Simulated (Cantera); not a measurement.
Input (Python, Cantera):

```python
import numpy as np
import cantera as ct

gas = ct.Solution("gri30.yaml", transport_model="multicomponent")
show = ['CH4', 'O', 'NO']

rows = []
print(f"{'T/K':>7s}{'rho':>11s}{'cp':>10s}{'mu':>11s}{'lambda':>11s}{'Pr':>7s}" + "".join(f"{'D_' + s:>11s}" for s in show))
for T in [400, 600, 800, 1000, 1200, 1400, 1600, 1800, 2000]:
    gas.TPX = T, 500000, {'CO2': 0.61, 'NO': 0.45}
    Pr = gas.cp_mass * gas.viscosity / gas.thermal_conductivity
    D = [gas.mix_diff_coeffs_mole[gas.species_index(s)] for s in show]
    rows.append([gas.density, gas.cp_mass, gas.viscosity, gas.thermal_conductivity, Pr, *D])
    print(f"{T:7g}{gas.density:11.4e}{gas.cp_mass:10.1f}{gas.viscosity:11.4e}"
          f"{gas.thermal_conductivity:11.4e}{Pr:7.3f}" + "".join(f"{d:11.4e}" for d in D))
print("SI units: kg/m3, J/kg/K, Pa s, W/m/K, m2/s")
```

It prints:

```
    T/K        rho        cp         mu     lambda     Pr      D_CH4        D_O       D_NO
    400 5.7226e+00     958.2 2.0979e-05 2.8134e-02  0.715 6.5109e-06 9.3912e-06 5.2885e-06
    600 3.8151e+00    1064.3 2.8932e-05 4.2685e-02  0.721 1.3324e-05 1.8925e-05 1.0798e-05
    800 2.8613e+00    1143.1 3.5748e-05 5.6448e-02  0.724 2.1863e-05 3.0826e-05 1.7695e-05
   1000 2.2890e+00    1200.3 4.1831e-05 6.9266e-02  0.725 3.1936e-05 4.4846e-05 2.5829e-05
   1200 1.9075e+00    1239.2 4.7397e-05 8.0995e-02  0.725 4.3418e-05 6.0821e-05 3.5097e-05
   1400 1.6350e+00    1269.1 5.2578e-05 9.2022e-02  0.725 5.6214e-05 7.8628e-05 4.5426e-05
   1600 1.4307e+00    1291.8 5.7458e-05 1.0240e-01  0.725 7.0256e-05 9.8172e-05 5.6760e-05
   1800 1.2717e+00    1309.0 6.2097e-05 1.1220e-01  0.724 8.5485e-05 1.1937e-04 6.9053e-05
   2000 1.1445e+00    1322.1 6.6537e-05 1.2151e-01  0.724 1.0186e-04 1.4217e-04 8.2267e-05
SI units: kg/m3, J/kg/K, Pa s, W/m/K, m2/s
```

Detailed kinetics in Cantera: GRI-Mech 3.0 (53 species, 325 reactions). The composition is frozen, though it would react at the higher temperatures.
